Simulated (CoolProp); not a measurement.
A single-stage vapour-compression cycle with the fluid: evaporating at 288.15 K (dew point), condensing at 309.15 K (bubble point), superheat 5 K, subcooling 2 K, compressor efficiency 0.85, no pressure losses. The same conditions are run with several fluids, on thermodynamics alone (safety and materials aside).

Values from CoolProp's reference Helmholtz-energy equation of state of each fluid (propane: Lemmon 2009; R134a: Tillner-Roth 1994; propyne: Polt 1992; R1132(E): Akasaka 2024; chloromethane (R40): Thol 2014; sulfur hexafluoride: Guder 2009). The equations of Platzer and Polt are older, rougher fits.

```
fluid                cooling COP  pressure ratio  discharge temperature (K)  refrigerating effect (kJ/kg)  volumetric capacity (kJ/m³)
-------------------  -----------  --------------  -------------------------  ----------------------------  ---------------------------
propane                     10.3            1.70                      318.2                           310                         4770
R134a                       10.5            1.87                      318.3                             …                         3800
propyne                     10.8            1.83                      324.3                           443                         3430
R1132(E)                    9.91            1.72                      324.3                           200                         8140
chloromethane (R40)            …               …                      337.2                             …                         3470
sulfur hexafluoride         8.00            1.64                      316.5                          53.2                         8250
```

Q: What belongs in the gaps?

A: 
- R134a, refrigerating effect (kJ/kg): 164
- chloromethane (R40), cooling COP: 10.7
- chloromethane (R40), pressure ratio: 1.84
- chloromethane (R40), refrigerating effect (kJ/kg): 360
